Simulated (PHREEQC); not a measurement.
Dissolve 0.0072 mol/kgw MgCl2, 0.00053 mol/kgw Na2HPO4 and 0.004 mol/kgw KCl at 30 °C. Closed to the air; pH follows from the charge balance.

All values are PHREEQC results (ion-association model, wateq4f.dat), not measurements.

Problem. The ionic strength comes out as 0.0259 mol/kgw. What activity coefficients do Na+, H2PO4-, Cl-, MgOH+, Mg+2 get?

Solution. Na+ 0.86, H2PO4- 0.86, Cl- 0.85, MgOH+ 0.87, Mg+2 0.56.

No solid was allowed to form. H3PO4, which wateq4f.dat lacks, is added to it with the constant of phreeqc.dat.
